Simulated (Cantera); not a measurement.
# Premixed flame

A freely propagating, adiabatic, planar premixed flame of H₂ : O₂ : N₂ : H₂O = 1 : 0.5 : 1.88 : 0.019 (molar parts), equivalence ratio 1.0, unburnt at 598 K and 0.132 atm; mixture-averaged transport, grid criteria slope 0.08 and curve 0.16, no radiation.

Model: the H2/O2 subset of GRI-Mech 3.0, which has no nitrogen chemistry, integrated in Cantera. Burning velocities carry a grid error of a few per cent, more on coarse grids.

| z (mm) | T (K) | u (m/s) | x H₂ | x O₂ | x O | x H₂O₂ | x H | x OH |
|---|---|---|---|---|---|---|---|---|
| -19.6 | 598 | 5.91 | 0.294 | 0.147 | <1e-8 | <1e-8 | <1e-8 | <1e-8 |
| -13.0 | 598 | 5.91 | 0.294 | 0.147 | <1e-8 | <1e-8 | <1e-8 | <1e-8 |
| -9.78 | 598 | 5.91 | 0.294 | 0.147 | <1e-8 | <1e-8 | <1e-8 | <1e-8 |
| -6.52 | 598 | 5.91 | 0.294 | 0.147 | <1e-8 | <1e-8 | 9.67e-8 | <1e-8 |
| -3.26 | 603 | 5.96 | 0.293 | 0.147 | 5.60e-6 | 4.25e-7 | 0.000226 | 1.88e-5 |
| -1.63 | 712 | 6.97 | 0.273 | 0.144 | 0.000223 | 8.21e-7 | 0.00761 | 0.000299 |
| 0 | 1104 | 10.5 | 0.138 | 0.0964 | 0.00765 | 7.14e-7 | 0.0652 | 0.00320 |
| 1.63 | 1379 | 12.9 | 0.0505 | 0.0412 | 0.0154 | 8.45e-7 | 0.0894 | 0.00830 |
| 3.26 | 1498 | 13.9 | 0.0474 | 0.0352 | 0.0159 | 6.52e-7 | 0.0801 | 0.0108 |
| 6.52 | 1638 | 15.1 | 0.0491 | 0.0320 | 0.0150 | 3.91e-7 | 0.0663 | 0.0136 |
| 13.0 | 1794 | 16.3 | 0.0495 | 0.0285 | 0.0132 | 2.04e-7 | 0.0518 | 0.0163 |
| 26.1 | 1956 | 17.6 | 0.0478 | 0.0247 | 0.0108 | 1.08e-7 | 0.0380 | 0.0184 |
| 52.1 | 2115 | 18.8 | 0.0439 | 0.0208 | 0.00807 | 6.55e-8 | 0.0260 | 0.0192 |
x: mole fraction of selected species; z is measured from the peak of heat release.

```json
{
  "laminar_burning_velocity": "591 cm/s",
  "thermal_thickness": "6.52 mm",
  "peak x(O)": "0.0159",
  "peak x(H₂O₂)": "9.37e-7",
  "peak x(H)": "0.0901",
  "peak x(OH)": "0.0192"
}
```
